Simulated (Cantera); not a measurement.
Input: 1 mol Cr₂O₃, 8.1 mol H₂, 2.7 mol N₂, at 0.920 bar.

Equilibrium computed with Cantera from the NASA thermochemical tables; the gas is ideal and each condensed phase is pure. Candidate condensed phases: Cr, CrN, Cr₂N, Cr₂O₃, H₂O; 29 gas species. Mutual solubility and eutectic melting of coexisting phases are not modelled. Rates play no part.

Problem. At 1452 °C, list the 4 most abundant gas species with their mole fractions, and the condensed phases.

Solution. H₂ 0.746, N₂ 0.250, H₂O 0.00337, H 0.000167. Condensed: Cr(s) + Cr₂O₃(s).
